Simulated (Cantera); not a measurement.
A freely propagating, adiabatic, planar premixed flame of 13.4 % CH₃OH, 18.2 % O₂, 68.5 % N₂, unburnt at 325 K and 72000 Pa; mixture-averaged transport, grid criteria slope 0.08 and curve 0.16, no radiation.

Detailed kinetics in Cantera: GRI-Mech 3.0 (53 species, 325 reactions). GRI-Mech 3.0 was tuned for natural gas; its chemistry of methanol as a main component is partial and can be far from experiment. Burning velocities carry a grid error of a few per cent, more on coarse grids.

Q: Predict: laminar burning velocity; thermal thickness; peak x(HCO); peak x(C₂H); peak x(HCN).

A: 
| Quantity | Result |
|---|---|
| laminar burning velocity | 58.6 cm/s |
| thermal thickness | 0.398 mm |
| peak x(HCO) | 0.000266 |
| peak x(C₂H) | <1e-8 |
| peak x(HCN) | 2.47e-7 |
